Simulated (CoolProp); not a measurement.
Aqueous ethylene glycol as a coolant, at 19 °C, 1 atm.

The numbers come from the Melinder's fits for secondary coolants in CoolProp.

```json
[
 {"mass %": "2.8", "freezing point (°C)": "-0.9", "conductivity (W/(m K))": "0.585", "density (kg/m³)": "1001", "viscosity (mPa s)": "1.10", "Prandtl number": "7.77"},
 {"mass %": "7.6", "freezing point (°C)": "-2.5", "conductivity (W/(m K))": "0.563", "density (kg/m³)": "1008", "viscosity (mPa s)": "1.23", "Prandtl number": "8.92"},
 {"mass %": "12.4", "freezing point (°C)": "-4.3", "conductivity (W/(m K))": "0.541", "density (kg/m³)": "1014", "viscosity (mPa s)": "1.39", "Prandtl number": "10.3"},
 {"mass %": "17.2", "freezing point (°C)": "-6.5", "conductivity (W/(m K))": "0.519", "density (kg/m³)": "1021", "viscosity (mPa s)": "1.59", "Prandtl number": "12.0"},
 {"mass %": "22", "freezing point (°C)": "-9.1", "conductivity (W/(m K))": "0.498", "density (kg/m³)": "1027", "viscosity (mPa s)": "1.80", "Prandtl number": "14.0"},
 {"mass %": "26.8", "freezing point (°C)": "-12.2", "conductivity (W/(m K))": "0.477", "density (kg/m³)": "1034", "viscosity (mPa s)": "2.05", "Prandtl number": "16.2"},
 {"mass %": "31.6", "freezing point (°C)": "-15.9", "conductivity (W/(m K))": "0.457", "density (kg/m³)": "1041", "viscosity (mPa s)": "2.33", "Prandtl number": "18.8"},
 {"mass %": "36.4", "freezing point (°C)": "-20.2", "conductivity (W/(m K))": "0.438", "density (kg/m³)": "1047", "viscosity (mPa s)": "2.64", "Prandtl number": "21.6"},
 {"mass %": "41.3", "freezing point (°C)": "-25.2", "conductivity (W/(m K))": "0.420", "density (kg/m³)": "1054", "viscosity (mPa s)": "3.01", "Prandtl number": "25.0"},
 {"mass %": "46.1", "freezing point (°C)": "-30.9", "conductivity (W/(m K))": "0.402", "density (kg/m³)": "1060", "viscosity (mPa s)": "3.43", "Prandtl number": "28.9"},
 {"mass %": "50.9", "freezing point (°C)": "-37.2", "conductivity (W/(m K))": "0.385", "density (kg/m³)": "1067", "viscosity (mPa s)": "3.91", "Prandtl number": "33.4"},
 {"mass %": "55.7", "freezing point (°C)": "-44.3", "conductivity (W/(m K))": "0.370", "density (kg/m³)": "1073", "viscosity (mPa s)": "4.46", "Prandtl number": "38.5"}
]
```
